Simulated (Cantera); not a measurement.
A diamond (100) surface in a fixed gas of H2 with x(CH4) = 0.0081, x(H) = 0.0015, at 1250 K, 18000 Pa; coverages are run to steady state.

Model: the Harris–Goodwin 1993 mechanism for the reconstructed diamond (100) surface, integrated in Cantera.

θ: site fractions in the mechanism's names (c6HH fully hydrogenated, c6H* and c6*H radical sites, c6** diradical, c6HM methylated).

```
x(CH3)   growth (µm/h)  θ c6HH  θ c6H*  θ c6*H  θ c6**    θ c6HM
-------  -------------  ------  ------  ------  ------  --------
1e-06           0.0412   0.430  0.0427   0.497  0.0295   1.89e-5
2.5e-06            [?]   0.430  0.0427   0.497  0.0295       [?]
6.2e-06          0.255   0.430  0.0427   0.497  0.0295  0.000117
1.5e-05          0.617   0.430  0.0427   0.497  0.0294  0.000283
3.9e-05           1.60   0.430  0.0427   0.497  0.0293  0.000733
9.6e-05           3.91   0.429  0.0426   0.495  0.0290   0.00180
0.00024            [?]   0.427  0.0423   0.493  0.0284       [?]
0.0006            23.2   0.423  0.0418   0.486  0.0268    0.0108
0.0015            53.1   0.412  0.0405   0.471  0.0235    0.0253
```

Problem. What belongs in the gaps?

Solution. 
- 2.5e-06, growth (µm/h): 0.103
- 2.5e-06, θ c6HM: 4.71e-5
- 0.00024, growth (µm/h): 9.63
- 0.00024, θ c6HM: 0.00444
